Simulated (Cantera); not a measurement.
A closed system holds: 1 mol FeS, 4.5 mol SO3, 0.063 mol O2, 0.11 mol H2S, equilibrated at 0.0210 bar.

Cantera equilibrium calculation (NASA polynomials, part measured and part estimated; ideal gas, pure solids and liquids). Candidate condensed phases: Fe, FeO, Fe(OH)2, Fe(OH)3, FeS, FeSO4, FeS2, Fe2O3, Fe2(SO4)3, Fe3O4, H2O, H2SO4, S; 22 gas species. Rates play no part. All values below are at 702 °C.

Base state: SO2 0.884, SO3 0.0601, O2 0.0369, H2O 0.0185 (mole fractions); condensed: Fe2O3(s).

Question: What changes in the equilibrium state with this change: FeS replaced by Fe2O3?

Answer: 
```csv
species,before,after
SO2,0.884,0.598
O2,0.0369,0.275
SO3,0.0601,0.111
H2O,0.0185,0.0169
"Fe2O3(s), mol",0.500,1.00
```
